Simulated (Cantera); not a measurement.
A perfectly stirred reactor is fed with CO : H2 : CH4 : O2 : N2 = 1 : 0.093 : 0.33 : 1.44 : 5.4 (molar parts), equivalence ratio 0.84, at 82000 Pa; it is adiabatic with a 375 K inlet, and is followed from long to short residence time, starting on the burning branch (τ in s: 0.45, 0.14, 0.046, 0.015, 0.0048, 0.0015, 0.00049, 0.00016, 5.1e-05).

Cantera simulation using GRI-Mech 3.0 (53 species, 325 reactions); the numbers are that mechanism's predictions, not measurements.

Problem. What does this change do: inlet temperature 375 to 775 K?

Solution. 
| quantity | before | after |
|---|---|---|
| blow-out, bracketed by the residence times tried | burning at 0.160 ms, out at 51.0 µs | burning at 51.0 µs, the shortest tried |
| x(CO) at τ = 0.450 s | 0.00760 | 0.0199 |
| x(H2) at τ = 0.450 s | 0.000819 | 0.00203 |
| x(CH4) at τ = 0.450 s | 4.36e-7 | 1.62e-7 |
| x(C2H) at τ = 0.450 s | <1e-12 | <1e-12 |
| x(NO2) at τ = 0.450 s | 1.34e-6 | 2.49e-6 |
| x(CO) at τ = 4.80 ms | 0.0257 | 0.0331 |
| x(H2) at τ = 4.80 ms | 0.00315 | 0.00368 |
| x(CH4) at τ = 4.80 ms | 1.55e-5 | 9.20e-6 |
| x(C2H) at τ = 4.80 ms | 2.97e-12 | 3.15e-12 |
| x(NO2) at τ = 4.80 ms | 4.23e-8 | 2.36e-7 |
